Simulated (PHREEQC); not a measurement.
0.17 g of hydrous ferric oxide (600 m²/g; 0.2 weak and 0.005 strong sites per Fe, Dzombak-Morel constants, diffuse double layer) in 1 kg of water with 0.05 mol/kgw of an inert sodium salt and 0.00018 mol/kgw Ag2SO4, at 25 °C; the pH is set by adding NaOH or the inert anion's acid. O2 is buffered at 0.21 atm. No CO2 enters from the air. No solid was allowed to form.

The numbers come from PHREEQC with the ion-association model, wateq4f.dat.

### Question
Predict S sorbed (%), Ag sorbed (%), surface charge σ (C/m²) at pH = 4, 8, 9.33.

### Answer
```csv
pH,S sorbed (%),Ag sorbed (%),surface charge σ (C/m²)
4,68.8,0.0,0.117
8,0.1,12.3,0.003
9.33,0.0,55.8,-0.032
```

Along this series the solution becomes supersaturated in solids that the run did not let form, among them Ag2O. Complexes and solids missing from the database can't appear.
